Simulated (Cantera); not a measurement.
**Equilibrium for halide evaporation, hydrolysis and transport: CaCl2 + O2 + H2**

Charge: 1 mol CaCl2, 0.38 mol O2, 2.2 mol H2, held at 13300 Pa.

Equilibrium computed with Cantera from the NASA thermochemical tables; the gas is ideal and each condensed phase is pure. Candidate condensed phases: Ca, CaCl2, CaO, Ca(OH)2, H2O; 21 gas species. Mutual solubility and eutectic melting of coexisting phases are not modelled. Condensed phases not in the tables: oxide chlorides. Rates play no part.

```
T (°C)   x H2  x H2O   x HCl   x CaCl2       x H     x Cl    x CaCl  n CaCl2(l)  n CaO(s)
------  -----  -----  ------  --------  --------  -------  --------  ----------  --------
850     0.650  0.337  0.0125   7.78e-6   9.41e-8  1.60e-9    <1e-12       0.986    0.0138
900     0.648  0.333  0.0188   2.77e-5   2.60e-7  6.59e-9  6.11e-12       0.979    0.0209
950     0.646  0.327  0.0272   8.81e-5   6.62e-7  2.40e-8  4.10e-11       0.969    0.0303
1000    0.642  0.320  0.0380  0.000254   1.56e-6  7.87e-8  2.36e-10       0.957    0.0427
1050    0.637  0.311  0.0515  0.000670   3.47e-6  2.35e-7   1.19e-9       0.940    0.0582
1100    0.631  0.299  0.0677   0.00164   7.25e-6  6.44e-7   5.28e-9       0.919    0.0773
1150    0.624  0.286  0.0867   0.00374   1.44e-5  1.64e-6   2.12e-8       0.891     0.100
1200    0.614  0.270   0.108   0.00802   2.71e-5  3.88e-6   7.73e-8       0.854     0.127
1250    0.601  0.251   0.132    0.0163   4.91e-5  8.62e-6   2.59e-7       0.803     0.158
1300    0.583  0.230   0.156    0.0314   8.50e-5  1.81e-5   8.08e-7       0.730     0.193
1350    0.558  0.204   0.180    0.0579  0.000141  3.59e-5   2.35e-6       0.618     0.232
1400    0.522  0.175   0.201     0.102  0.000225  6.77e-5   6.48e-6       0.440     0.277
```
x: gas mole fraction; n: condensed amount in mol.

From 850 °C to 1400 °C the condensed part is CaCl2(l) + CaO(s). The main Ca-bearing gas is CaCl2 throughout.
